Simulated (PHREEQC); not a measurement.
0.3 g of hydrous ferric oxide (600 m²/g; 0.2 weak and 0.005 strong sites per Fe, Dzombak-Morel constants, diffuse double layer) in 1 kg of water with 0.05 mol/kgw of an inert sodium salt and 0.0012 mol/kgw SrCl2, at 25 °C; the pH is set by adding NaOH or the inert anion's acid. Oxygen alone is held at its pressure in air (log pO2 = -0.68). CO2 from the air is kept out. No solid was allowed to form.

Equilibrium calculation in PHREEQC: ion-association model, wateq4f.dat.

| pH | Sr sorbed (%) | surface charge σ (C/m²) | surface potential ψ (mV) |
|---|---|---|---|
| 4 | 0.0 | 0.297 | 158 |
| 4.5 | 0.0 | 0.242 | … |
| 5 | 0.0 | 0.184 | 134 |
| 5.5 | 0.0 | … | 118 |
| 6 | 0.0 | … | 99 |
| 6.5 | 0.1 | 0.059 | … |
| 7 | 0.5 | 0.036 | 57 |
| 7.5 | 1.1 | … | 34 |
| 8 | 1.7 | 0.006 | 11 |
| 8.5 | … | -0.005 | -10 |
| 9 | 10.7 | … | -22 |
| 9.5 | 18.6 | -0.014 | -26 |
| 10 | 23.9 | -0.015 | -27 |

Task: What belongs in the gaps?

Result: 
- 4.5, surface potential ψ (mV): 148
- 5.5, surface charge σ (C/m²): 0.133
- 6, surface charge σ (C/m²): 0.091
- 6.5, surface potential ψ (mV): 78
- 7.5, surface charge σ (C/m²): 0.020
- 8.5, Sr sorbed (%): 4.0
- 9, surface charge σ (C/m²): -0.012

Species that the database lacks are ignored.
